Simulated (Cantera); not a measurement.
Input: 1 mol SiH2Cl2, 0.98 mol Cl2, 6.1 mol H2, 0.25 mol HCl, held at 3.68 Torr.

Equilibrium computed with Cantera from the NASA thermochemical tables; the gas is ideal and each condensed phase is pure. Candidate condensed phases: Si; 19 gas species. The numbers say what is thermodynamically allowed, not how fast it happens.

Problem. Which condensed phases are stable at each of these points (T (K)): 1075, 1175, 1275, 1375, 1475, 1575, 1675?

Solution. 
```json
[
 {"T (K)": "1075", "condensed phases": "Si(s)", "Si condensed (%)": "0.3"},
 {"T (K)": "1175", "condensed phases": "gas only", "Si condensed (%)": "0.0"},
 {"T (K)": "1275", "condensed phases": "gas only", "Si condensed (%)": "0.0"},
 {"T (K)": "1375", "condensed phases": "gas only", "Si condensed (%)": "0.0"},
 {"T (K)": "1475", "condensed phases": "gas only", "Si condensed (%)": "0.0"},
 {"T (K)": "1575", "condensed phases": "gas only", "Si condensed (%)": "0.0"},
 {"T (K)": "1675", "condensed phases": "gas only", "Si condensed (%)": "0.0"}
]
```

At 1075 K the condensed part is Si(s). From 1175 K to 1675 K nothing is condensed.
